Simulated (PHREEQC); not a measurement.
Solution (87 °C): 0.015 mol/kgw Cu(NO3)2, 0.037 mol/kgw HCl and 0.047 mol/kgw H3BO3. Closed to the air; pH follows from the charge balance.

Equilibrium calculation in PHREEQC: ion-association model, phreeqc.dat.

Q: The ionic strength comes out as 0.0729 mol/kgw. What activity coefficients do Cu+2, H+, NO3-, CuCl+, Cl- get?

A: Cu+2 0.39, H+ 0.82, NO3- 0.75, CuCl+ 0.77, Cl- 0.77.

Precipitation was switched off in this run. Species that the database lacks are ignored. At this temperature some constants are extrapolated from 25 °C, and those without enthalpy data are left unchanged.
